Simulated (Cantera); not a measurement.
Input: 1 mol SiO2, 14 mol CO, 6.6 mol N2, held at 100 Torr.

Equilibrium computed with Cantera from the NASA thermochemical tables; the gas is ideal and each condensed phase is pure. Candidate condensed phases: C, Si, SiC, SiO2, Si2N2O, Si3N4; 34 gas species. The tables hold silica as quartz up to 1696 K and as liquid above; real silica turns to tridymite and cristobalite and melts near 1996 K. Kinetics and transport are ignored.

Q: At 1225 K, list the 3 most abundant gas species with their mole fractions, and the condensed phases.

A: CO 0.679, N2 0.321, CO2 0.000822. Condensed: C(graphite) + SiO2(β-quartz).
